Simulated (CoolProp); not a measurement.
Saturation properties of oxygen (Tc = 154.6 K, pc = 5046 kPa, ω = 0.022).

Model: reference Helmholtz-energy equation of state, Schmidt 1985, in CoolProp.

```csv
T (K),p (kPa),liquid density (kg/m³),vapour density (kg/m³),enthalpy of vaporisation (kJ/kg),liquid viscosity (µPa s),vapour viscosity (µPa s)
82,39.23,1181,1.871,220.6,245,6.31
84.1,51.00,1171,2.380,218.7,231,6.47
86.2,65.40,1161,2.990,216.8,217,6.64
88.4,83.71,1150,3.749,214.8,204,6.81
90.5,104.7,1140,4.603,212.8,193,6.97
92.6,129.5,1129,5.596,210.7,183,7.14
94.7,158.6,1118,6.743,208.5,173,7.31
96.9,194.1,1107,8.126,206.1,164,7.48
99,233.3,1096,9.636,203.8,156,7.65
101.1,278.3,1085,11.35,201.3,149,7.82
103.3,332.0,1073,13.38,198.6,141,7.99
105.4,390.1,1062,15.56,196.0,135,8.17
107.5,455.5,1050,18.00,193.2,128,8.34
109.7,532.2,1037,20.87,190.1,122,8.52
```

It boils at 90.2 K under 1 atm.

Viscosity comes from a separate model (Lemmon 2004).
